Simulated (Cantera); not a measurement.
Input: 1 mol Pb, 1.2 mol H2, held at 1.33 mbar.

Cantera equilibrium calculation (NASA polynomials, part measured and part estimated; ideal gas, pure solids and liquids). Candidate condensed phases: Pb; 4 gas species. Kinetics and transport are ignored.

Which condensed phases are stable at each of these points (T (°C)): 727, 802, 877, 952, 1027, 1102, 1177, 1252, 1327?


```json
[
 {"T (°C)": "727", "condensed phases": "Pb(l)", "Pb condensed (%)": "98.5"},
 {"T (°C)": "802", "condensed phases": "Pb(l)", "Pb condensed (%)": "92.8"},
 {"T (°C)": "877", "condensed phases": "Pb(l)", "Pb condensed (%)": "66.7"},
 {"T (°C)": "952", "condensed phases": "gas only", "Pb condensed (%)": "0.0"},
 {"T (°C)": "1027", "condensed phases": "gas only", "Pb condensed (%)": "0.0"},
 {"T (°C)": "1102", "condensed phases": "gas only", "Pb condensed (%)": "0.0"},
 {"T (°C)": "1177", "condensed phases": "gas only", "Pb condensed (%)": "0.0"},
 {"T (°C)": "1252", "condensed phases": "gas only", "Pb condensed (%)": "0.0"},
 {"T (°C)": "1327", "condensed phases": "gas only", "Pb condensed (%)": "0.0"}
]
```

From 727 °C to 877 °C the condensed part is Pb(l). From 952 °C to 1327 °C nothing is condensed.
